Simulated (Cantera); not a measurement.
A closed system holds: 1 mol MgO, 11 mol CO, equilibrated at 100 Torr.

Method: chemical equilibrium by Gibbs-energy minimisation in Cantera with the NASA 1993 tables (ideal gas, pure condensed phases). Candidate condensed phases: C, Mg, MgCO3, MgO; 15 gas species. Rates play no part.

x: gas mole fraction; n: condensed amount in mol.

```json
[
 {"T (°C)": "1150", "x CO": "1.000", "x CO2": "0.000182", "x Mg": "2.23e-6", "x MgO": "<1e-12", "n C(graphite)": "0.00197", "n MgO(s)": "1.000"},
 {"T (°C)": "1200", "x CO": "1.000", "x CO2": "0.000113", "x Mg": "1.32e-5", "x MgO": "<1e-12", "n C(graphite)": "0", "n MgO(s)": "1.000"},
 {"T (°C)": "1250", "x CO": "1.000", "x CO2": "7.24e-5", "x Mg": "6.96e-5", "x MgO": "<1e-12", "n C(graphite)": "0", "n MgO(s)": "0.999"},
 {"T (°C)": "1300", "x CO": "1.000", "x CO2": "?", "x Mg": "?", "x MgO": "?", "n C(graphite)": "0", "n MgO(s)": "0.999"},
 {"T (°C)": "1350", "x CO": "1.000", "x CO2": "0.000214", "x Mg": "0.000214", "x MgO": "1.63e-11", "n C(graphite)": "0", "n MgO(s)": "0.998"},
 {"T (°C)": "1400", "x CO": "0.999", "x CO2": "0.000353", "x Mg": "0.000353", "x MgO": "6.98e-11", "n C(graphite)": "0", "n MgO(s)": "0.996"},
 {"T (°C)": "1450", "x CO": "0.999", "x CO2": "0.000565", "x Mg": "0.000565", "x MgO": "2.74e-10", "n C(graphite)": "0", "n MgO(s)": "0.994"},
 {"T (°C)": "1500", "x CO": "0.998", "x CO2": "?", "x Mg": "?", "x MgO": "?", "n C(graphite)": "0", "n MgO(s)": "0.990"},
 {"T (°C)": "1550", "x CO": "0.997", "x CO2": "0.00134", "x Mg": "0.00134", "x MgO": "3.38e-9", "n C(graphite)": "0", "n MgO(s)": "0.985"}
]
```

Complete the blanks.


- 1500, x CO2: 0.000881
- 1500, x Mg: 0.000881
- 1500, x MgO: 9.99e-10
- 1300, x CO2: 0.000125
- 1300, x Mg: 0.000125
- 1300, x MgO: 3.46e-12
